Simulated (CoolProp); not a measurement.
Values from CoolProp's reference Helmholtz-energy equation of state, Thol 2014.

For chloromethane (R40), give the phase and the Z, Joule-Thomson coefficient (K/MPa), isothermal compressibility (1/MPa) at 46.65 °C and 9.33 MPa; 46.65 °C and 16 MPa.


- 46.65 °C and 9.33 MPa: liquid; Z 0.199, Joule-Thomson coefficient -0.193, isothermal compressibility 0.00274
- 46.65 °C and 16 MPa: liquid; Z 0.336, Joule-Thomson coefficient -0.242, isothermal compressibility 0.00232
